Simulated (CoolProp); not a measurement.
Properties of CH2F2 (R32) along the isotherm 435 K.

Model: reference Helmholtz-energy equation of state, Tillner-Roth 1997, in CoolProp.

```json
[
 {"p (MPa)": "0.964", "phase": "gas", "viscosity (µPa s)": "[?]", "fugacity coefficient": "[?]"},
 {"p (MPa)": "1.93", "phase": "gas", "viscosity (µPa s)": "[?]", "fugacity coefficient": "0.9421"},
 {"p (MPa)": "2.89", "phase": "gas", "viscosity (µPa s)": "19.4", "fugacity coefficient": "0.9142"},
 {"p (MPa)": "3.86", "phase": "gas", "viscosity (µPa s)": "19.6", "fugacity coefficient": "0.8867"},
 {"p (MPa)": "4.82", "phase": "gas", "viscosity (µPa s)": "19.9", "fugacity coefficient": "[?]"},
 {"p (MPa)": "5.78", "phase": "gas", "viscosity (µPa s)": "[?]", "fugacity coefficient": "0.8344"},
 {"p (MPa)": "6.75", "phase": "supercritical", "viscosity (µPa s)": "[?]", "fugacity coefficient": "[?]"},
 {"p (MPa)": "7.71", "phase": "supercritical", "viscosity (µPa s)": "[?]", "fugacity coefficient": "0.7845"},
 {"p (MPa)": "8.67", "phase": "supercritical", "viscosity (µPa s)": "21.9", "fugacity coefficient": "0.7608"}
]
```

### Question
Complete the blanks.

### Answer

- 0.964, viscosity (µPa s): 19.2
- 0.964, fugacity coefficient: 0.9707
- 1.93, viscosity (µPa s): 19.3
- 4.82, fugacity coefficient: 0.8602
- 5.78, viscosity (µPa s): 20.2
- 6.75, viscosity (µPa s): 20.6
- 6.75, fugacity coefficient: 0.8089
- 7.71, viscosity (µPa s): 21.2

Viscosity comes from a separate model (Bell 2016), an estimate that may be off by 10 % or more.
